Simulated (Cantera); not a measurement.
A closed system holds: 1 mol SiC, 0.35 mol Si, 0.51 mol N2, 0.93 mol C, at 1.90e-5 bar.

These are equilibrium values from Cantera (NASA tables, ideal gas, pure condensed phases), not measurements of a reactor. Candidate condensed phases: C, Si, SiC, Si3N4; 20 gas species. The numbers say what is thermodynamically allowed, not how fast it happens. All values below are at 1748 K.

Base state: N2 0.999, Si 0.00144, SiC2 1.54e-5, Si2C 1.15e-5 (mole fractions); condensed: C(graphite) + SiC(s).

Q: What changes in the equilibrium state with this change: SiC replaced by SiO2?

A: 
```tsv
species	before	after
SiO	0	0.457
CO	0	0.319
N2	0.999	0.198
Si	0.00144	0.0250
Si2	1.40e-7	4.20e-5
Si2N	1.05e-7	1.40e-5
C(graphite), mol	0.581	0
SiC(s), mol	1.35	0.107
```
The tables' values for SiN are old estimates; treat these amounts as uncertain. Further candidate phases: SiO2, Si2N2O.
